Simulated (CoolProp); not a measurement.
Vapour-liquid equilibrium of R125 (1) + fluoroethane (R161) (2) at 505 kPa; x and y are mole fractions of (1).

Values from CoolProp's multi-fluid Helmholtz-energy mixture model, Lemmon 2005 and Wu 2012; pair parameters Bell 2016.

**Question.** Give the bubble temperature and the first vapour's composition at x = 0.2, 0.275, 0.875. Is there an azeotrope?

**Answer.** x = 0.2: 274.8 K, y = 0.270; x = 0.275: 273.5 K, y = 0.366; x = 0.875: 265.4 K, y = 0.904. No azeotrope shows between x = 0.05 and 0.95.

The pair parameters rest on a limited set of measurements; away from them the model extrapolates. The gap from Raoult's law changes sign with composition, which may be real or a fault of the pair parameters; it wasn't checked against measurements.
